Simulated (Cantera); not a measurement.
Input: 1 mol C, 0.051 mol H2O, 2.8 mol CO2, at 0.0970 bar.

Method: chemical equilibrium by Gibbs-energy minimisation in Cantera with the NASA 1993 tables (ideal gas, pure condensed phases). Candidate condensed phases: C, C6H6, C7H8, C8H18, H2O; 110 gas species. The numbers say what is thermodynamically allowed, not how fast it happens. All values below are at 1273 K.

Base state: CO 0.514, CO2 0.473, H2O 0.00799, H2 0.00525 (mole fractions); condensed: gas only.

Task: What changes in the equilibrium state with this change: CO2 from 2.8 to 0.8 mol?

Result: 
```tsv
species	before	after
CO	0.514	0.969
H2	0.00525	0.0300
CO2	0.473	0.000655
H2O	0.00799	3.35e-5
C(graphite), mol	0	0.150
```
